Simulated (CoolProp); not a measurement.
Properties of propylene along the isobar 0.101 MPa.

The numbers come from the reference Helmholtz-energy equation of state, Lemmon 2013 in CoolProp.

```json
[
 {"T (°C)": "-87.75", "phase": "liquid", "Z": "0.004192", "Joule-Thomson coefficient (K/MPa)": "?"},
 {"T (°C)": "-60.95", "phase": "liquid", "Z": "0.003846", "Joule-Thomson coefficient (K/MPa)": "?"},
 {"T (°C)": "-34.05", "phase": "gas", "Z": "?", "Joule-Thomson coefficient (K/MPa)": "33.91"},
 {"T (°C)": "-7.25", "phase": "gas", "Z": "0.9793", "Joule-Thomson coefficient (K/MPa)": "?"},
 {"T (°C)": "19.65", "phase": "gas", "Z": "0.9848", "Joule-Thomson coefficient (K/MPa)": "?"},
 {"T (°C)": "46.45", "phase": "gas", "Z": "0.9885", "Joule-Thomson coefficient (K/MPa)": "?"},
 {"T (°C)": "73.35", "phase": "gas", "Z": "0.9911", "Joule-Thomson coefficient (K/MPa)": "?"},
 {"T (°C)": "100.15", "phase": "gas", "Z": "0.9929", "Joule-Thomson coefficient (K/MPa)": "8.947"},
 {"T (°C)": "127.05", "phase": "gas", "Z": "0.9943", "Joule-Thomson coefficient (K/MPa)": "7.410"},
 {"T (°C)": "153.85", "phase": "gas", "Z": "0.9954", "Joule-Thomson coefficient (K/MPa)": "6.243"}
]
```

Question: Fill in the missing entries.

Answer: 
- -87.75, Joule-Thomson coefficient (K/MPa): -0.4934
- -60.95, Joule-Thomson coefficient (K/MPa): -0.4411
- -34.05, Z: 0.9705
- -7.25, Joule-Thomson coefficient (K/MPa): 24.38
- 19.65, Joule-Thomson coefficient (K/MPa): 18.10
- 46.45, Joule-Thomson coefficient (K/MPa): 13.92
- 73.35, Joule-Thomson coefficient (K/MPa): 11.02
